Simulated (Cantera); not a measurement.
**Adiabatic ignition**

An adiabatic, constant-volume homogeneous reactor starts with CH₄ : O₂ : N₂ : CO₂ = 1 : 5.71 : 21.5 : 2 (molar parts), at 1675 K and 17.0 bar.

Detailed kinetics in Cantera: GRI-Mech 3.0 (53 species, 325 reactions). The pressure lies above the range GRI-Mech 3.0 was tuned for (to about 10 atm).

```json
[
 {"t (s)": "7.00e-6", "T (K)": "1675", "P (bar)": "17.0", "x CH₄": "0.0328", "x O₂": "0.189", "x CO₂": "0.0662", "x C₂H₂": "3.06e-9", "x HO₂": "1.86e-5", "x CH₂O": "0.000108", "x O": "1.18e-6"},
 {"t (s)": "1.99e-5", "T (K)": "1754", "P (bar)": "17.8", "x CH₄": "0.0232", "x O₂": "0.180", "x CO₂": "0.0661", "x C₂H₂": "1.45e-5", "x HO₂": "0.000292", "x CH₂O": "0.00209", "x O": "3.18e-5"},
 {"t (s)": "5.68e-5", "T (K)": "2478", "P (bar)": "25.2", "x CH₄": "<1e-12", "x O₂": "0.122", "x CO₂": "0.0972", "x C₂H₂": "<1e-12", "x HO₂": "1.60e-5", "x CH₂O": "3.63e-12", "x O": "0.000909"},
 {"t (s)": "0.000162", "T (K)": "2477", "P (bar)": "25.2", "x CH₄": "<1e-12", "x O₂": "0.122", "x CO₂": "0.0972", "x C₂H₂": "<1e-12", "x HO₂": "1.60e-5", "x CH₂O": "3.57e-12", "x O": "0.000903"},
 {"t (s)": "0.000461", "T (K)": "2474", "P (bar)": "25.2", "x CH₄": "<1e-12", "x O₂": "0.121", "x CO₂": "0.0973", "x C₂H₂": "<1e-12", "x HO₂": "1.58e-5", "x CH₂O": "3.48e-12", "x O": "0.000888"},
 {"t (s)": "0.00131", "T (K)": "2467", "P (bar)": "25.1", "x CH₄": "<1e-12", "x O₂": "0.120", "x CO₂": "0.0973", "x C₂H₂": "<1e-12", "x HO₂": "1.53e-5", "x CH₂O": "3.28e-12", "x O": "0.000852"},
 {"t (s)": "0.00374", "T (K)": "2454", "P (bar)": "25.0", "x CH₄": "<1e-12", "x O₂": "0.117", "x CO₂": "0.0974", "x C₂H₂": "<1e-12", "x HO₂": "1.46e-5", "x CH₂O": "2.94e-12", "x O": "0.000792"},
 {"t (s)": "0.0107", "T (K)": "2444", "P (bar)": "24.9", "x CH₄": "<1e-12", "x O₂": "0.115", "x CO₂": "0.0975", "x C₂H₂": "<1e-12", "x HO₂": "1.40e-5", "x CH₂O": "2.71e-12", "x O": "0.000749"},
 {"t (s)": "0.0304", "T (K)": "2443", "P (bar)": "24.9", "x CH₄": "<1e-12", "x O₂": "0.115", "x CO₂": "0.0975", "x C₂H₂": "<1e-12", "x HO₂": "1.39e-5", "x CH₂O": "2.68e-12", "x O": "0.000744"},
 {"t (s)": "0.0865", "T (K)": "2443", "P (bar)": "24.9", "x CH₄": "<1e-12", "x O₂": "0.115", "x CO₂": "0.0975", "x C₂H₂": "<1e-12", "x HO₂": "1.39e-5", "x CH₂O": "2.68e-12", "x O": "0.000744"},
 {"t (s)": "0.246", "T (K)": "2443", "P (bar)": "24.9", "x CH₄": "<1e-12", "x O₂": "0.115", "x CO₂": "0.0975", "x C₂H₂": "<1e-12", "x HO₂": "1.39e-5", "x CH₂O": "2.68e-12", "x O": "0.000744"},
 {"t (s)": "0.702", "T (K)": "2443", "P (bar)": "24.9", "x CH₄": "<1e-12", "x O₂": "0.115", "x CO₂": "0.0975", "x C₂H₂": "<1e-12", "x HO₂": "1.39e-5", "x CH₂O": "2.68e-12", "x O": "0.000744"},
 {"t (s)": "2.00", "T (K)": "2443", "P (bar)": "24.9", "x CH₄": "<1e-12", "x O₂": "0.115", "x CO₂": "0.0975", "x C₂H₂": "<1e-12", "x HO₂": "1.39e-5", "x CH₂O": "2.68e-12", "x O": "0.000744"}
]
```
x: mole fraction; the columns are a selection and need not sum to one.

* **time of steepest temperature rise**: 23.2 µs
* **temperature at 2.00 s**: 2443 K
* **equilibrium temperature**: 2443 K
* **x(CH₄) at 2.00 s**: <1e-12 (gas-phase equilibrium <1e-12)
* **x(O₂) at 2.00 s**: 0.115 (gas-phase equilibrium 0.115)
* **x(CO₂) at 2.00 s**: 0.0975 (gas-phase equilibrium 0.0975)
